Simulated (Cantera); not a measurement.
A Cantera script and its output.

```python
import numpy as np
import cantera as ct

gas = ct.Solution("gri30.yaml")
gas.TPX = 1250, 101325, {'CO': 1, 'H2': 0.26, 'CH4': 0.035, 'O2': 0.636, 'N2': 2.39}
reactor = ct.IdealGasReactor(gas, energy="on", clone=False)
net = ct.ReactorNet([reactor])
net.rtol, net.atol = 1e-08, 1e-16
show = ['CO', 'H2', 'CH4', 'NO2', 'H2O2']
times = np.geomspace(6e-06, 6, 12)

steps = ct.SolutionArray(gas, extra=["t"])
rows = []
print(f"{'t/s':>10s}{'T/K':>9s}{'P/Pa':>11s}" + "".join(f"{s:>11s}" for s in show))
for t in times:
    while net.time < t:
        t_next = net.step()
        steps.append(gas.state, t=t_next)
    rows.append([np.interp(t, steps.t, y) for y in (steps.T, steps.P, *steps(*show).X.T)])
    print(f"{t:10.3e}{rows[-1][0]:9.1f}{rows[-1][1]:11.4g}" + "".join(f"{x:11.3e}" for x in rows[-1][2:]))
rate = np.gradient(steps.T, steps.t)
print("integrator steps:", len(steps.t))
if steps.T.max() > steps.T[0] + 200:
    print(f"time of steepest temperature rise: {steps.t[rate.argmax()]:.4e} s")
gas.TPX = 1250, 101325, {'CO': 1, 'H2': 0.26, 'CH4': 0.035, 'O2': 0.636, 'N2': 2.39}
gas.equilibrate("UV")
print(f"equilibrium (UV): T = {gas.T:.1f} K  " + "  ".join(f"{s} {gas[s].X[0]:.3e}" for s in show))
```

Output:

```
       t/s      T/K       P/Pa         CO         H2        CH4        NO2       H2O2
 6.000e-06   1250.0  1.013e+05  2.314e-01  6.017e-02  8.100e-03  1.916e-24  2.328e-11
 2.107e-05   1250.0  1.013e+05  2.314e-01  6.017e-02  8.099e-03  2.101e-20  1.093e-09
 7.397e-05   1859.0  1.482e+05  1.688e-01  9.439e-03  2.766e-14  3.500e-09  5.616e-07
 2.597e-04   2861.4  2.141e+05  1.140e-01  7.035e-03  1.667e-15  9.531e-07  2.370e-07
 9.119e-04   2866.5  2.141e+05  1.131e-01  7.008e-03  1.975e-15  3.839e-06  2.369e-07
 3.202e-03   2862.5  2.137e+05  1.132e-01  7.042e-03  2.022e-15  4.756e-06  2.317e-07
 1.124e-02   2862.5  2.137e+05  1.132e-01  7.042e-03  2.022e-15  4.761e-06  2.317e-07
 3.948e-02   2862.5  2.137e+05  1.132e-01  7.042e-03  2.022e-15  4.761e-06  2.317e-07
 1.386e-01   2862.5  2.137e+05  1.132e-01  7.042e-03  2.022e-15  4.761e-06  2.317e-07
 4.867e-01   2862.5  2.137e+05  1.132e-01  7.042e-03  2.022e-15  4.761e-06  2.317e-07
 1.709e+00   2862.5  2.137e+05  1.132e-01  7.042e-03  2.022e-15  4.761e-06  2.317e-07
 6.000e+00   2862.5  2.137e+05  1.132e-01  7.042e-03  2.022e-15  4.761e-06  2.317e-07
integrator steps: 1408
time of steepest temperature rise: 6.3524e-05 s
equilibrium (UV): T = 2862.5 K  CO 1.132e-01  H2 7.042e-03  CH4 2.785e-15  NO2 4.761e-06  H2O2 2.317e-07
```

Computed with Cantera and GRI-Mech 3.0 (53 species, 325 reactions).
